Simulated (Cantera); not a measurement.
A closed system holds: 1 mol LiOH, 0.03 mol H2, equilibrated at 1425 K and 3.50 bar.

Method: chemical equilibrium by Gibbs-energy minimisation in Cantera with the NASA 1993 tables (ideal gas, pure condensed phases). Candidate condensed phases: H2O, Li, LiH, LiOH, Li2O; 17 gas species. Mutual solubility and eutectic melting of coexisting phases are not modelled. Rates play no part.

Base state: H2 0.622, H2O 0.373, LiOH 0.00475, Li2(OH)2 0.000281 (mole fractions); condensed: LiOH(l) + Li2O(s).

### Question
What changes in the equilibrium state with this change: pressure from 3.50 bar to 0.000130 bar?

### Answer
| species | before | after |
|---|---|---|
| LiOH | 0.00475 | 0.672 |
| H2O | 0.373 | 0.278 |
| H2 | 0.622 | 0.0256 |
| Li | 3.35e-6 | 0.0212 |
| Li2O | 1.06e-7 | 0.00285 |
| OH | 3.77e-8 | 2.27e-5 |
| H | 2.88e-6 | 9.57e-5 |
| Li2(OH)2 | 0.000281 | 0.000209 |
| LiOH(l), mol | 0.964 | 0 |
| Li2O(s), mol | 0.0180 | 0.210 |
